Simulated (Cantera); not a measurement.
Charge: 1 mol Si(CH3)4, 0.4 mol HCl, 5.8 mol H2, held at 2575 K and 0.0100 bar.

Method: chemical equilibrium by Gibbs-energy minimisation in Cantera with the NASA 1993 tables (ideal gas, pure condensed phases). Candidate condensed phases: C, C6H6, C7H8, C8H18, Si, SiC; 109 gas species. The tables' values for SiCl are old estimates; treat these amounts as uncertain. Gases not in the tables: Si2H6 and higher silanes. Kinetics and transport are ignored.

Base state: H2 0.627, H 0.274, Si 0.0459, HCl 0.0196, SiC2 0.0147, C2H2 (acetylene) 0.00921, Cl 0.00602, Si2C 0.00156 (mole fractions); condensed: C(graphite).

Q: What changes in the equilibrium state with this change: HCl from 0.4 to 0.041 mol?

A: 
```
species             before     after
----------------  --------  --------
H2                   0.627     0.644
H                    0.274     0.278
Si                  0.0459    0.0475
HCl                 0.0196   0.00208
Cl                 0.00602  0.000631
SiC2                0.0147    0.0152
SiCl2              4.78e-5   5.41e-7
SiCl              0.000390   4.22e-5
C(graphite), mol      3.22      3.22
```

Q: What changes in the equilibrium state with this change: H2 from 5.8 to 1.1 mol?

A: 
| species | before | after |
|---|---|---|
| H2 | 0.627 | 0.588 |
| H | 0.274 | 0.265 |
| Si | 0.0459 | 0.0697 |
| HCl | 0.0196 | 0.0300 |
| SiC2 | 0.0147 | 0.0223 |
| SiCl2 | 4.78e-5 | 0.000181 |
| SiCl | 0.000390 | 0.000935 |
| C(graphite), mol | 3.22 | 3.34 |

Q: What changes in the equilibrium state with this change: pressure from 0.0100 bar to 0.0310 bar?

A: 
```csv
species,before,after
H2,0.627,0.729
H,0.274,0.168
Si,0.0459,0.0438
HCl,0.0196,0.0231
C2H2 (acetylene),0.00921,0.0107
SiC2,0.0147,0.0140
SiCl2,4.78e-5,0.000168
SiH2,4.68e-5,0.000161
C,4.53e-5,1.46e-5
"C(graphite), mol",3.22,3.21
```
